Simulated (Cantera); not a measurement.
A perfectly stirred reactor is fed with H2 : O2 : N2 = 1 : 0.357 : 1.34 (molar parts), at 2.37 atm; it is adiabatic with a 400 K inlet, and is followed from long to short residence time, starting on the burning branch (τ in s: 0.08, 0.034, 0.014, 0.0061, 0.0026, 0.0011, 0.00047, 0.0002, 8.4e-05, 3.6e-05, 1.5e-05, 6.4e-06).

Model: the H2/O2 subset of GRI-Mech 3.0, which has no nitrogen chemistry, integrated in Cantera. The hydrogen kinetics of GRI-Mech 3.0 are dated; newer H2 mechanisms differ, most at raised pressure.

Q: What does this change do: pressure from 2.37 atm to 0.987 atm?

A: 
```
quantity                                                                          before                               after
------------------------------------------------  --------------------------------------  ----------------------------------
blow-out, bracketed by the residence times tried  burning at 6.40 µs, the shortest tried  burning at 15.0 µs, out at 6.40 µs
x(H2) at τ = 80.0 ms                                                               0.121                               0.120
x(O2) at τ = 80.0 ms                                                             4.19e-5                             9.98e-5
x(HO2) at τ = 80.0 ms                                                            3.59e-8                             6.16e-8
x(H2O) at τ = 80.0 ms                                                              0.303                               0.301
x(O) at τ = 80.0 ms                                                              2.94e-5                             7.93e-5
x(H2) at τ = 0.470 ms                                                              0.118                               0.114
x(O2) at τ = 0.470 ms                                                            0.00115                             0.00309
x(HO2) at τ = 0.470 ms                                                           1.57e-6                             2.06e-6
x(H2O) at τ = 0.470 ms                                                             0.291                               0.278
x(O) at τ = 0.470 ms                                                            0.000708                             0.00240
```

Q: What does this change do: inlet temperature 400 to 325 K?

A: 
```
quantity                                                                          before                                   after
------------------------------------------------  --------------------------------------  --------------------------------------
blow-out, bracketed by the residence times tried  burning at 6.40 µs, the shortest tried  burning at 6.40 µs, the shortest tried
x(H2) at τ = 80.0 ms                                                               0.121                                   0.121
x(O2) at τ = 80.0 ms                                                             4.19e-5                                 3.38e-5
x(HO2) at τ = 80.0 ms                                                            3.59e-8                                 2.57e-8
x(H2O) at τ = 80.0 ms                                                              0.303                                   0.303
x(O) at τ = 80.0 ms                                                              2.94e-5                                 1.85e-5
x(H2) at τ = 0.470 ms                                                              0.118                                   0.118
x(O2) at τ = 0.470 ms                                                            0.00115                                 0.00112
x(HO2) at τ = 0.470 ms                                                           1.57e-6                                 1.61e-6
x(H2O) at τ = 0.470 ms                                                             0.291                                   0.292
x(O) at τ = 0.470 ms                                                            0.000708                                0.000642
```
